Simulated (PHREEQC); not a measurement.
A solution holds 0.9 mol CaCl2, 0.04 mol BaCl2 and 1.9 mol MgCl2 per kg of water, at 25 °C. Closed to the air; pH follows from the charge balance.

Model: Pitzer model, pitzer.dat, run in PHREEQC.

This is a speciation only: nothing precipitates in the calculation.

Question: What activity of water does the model give?

Answer: activity of water 0.756.
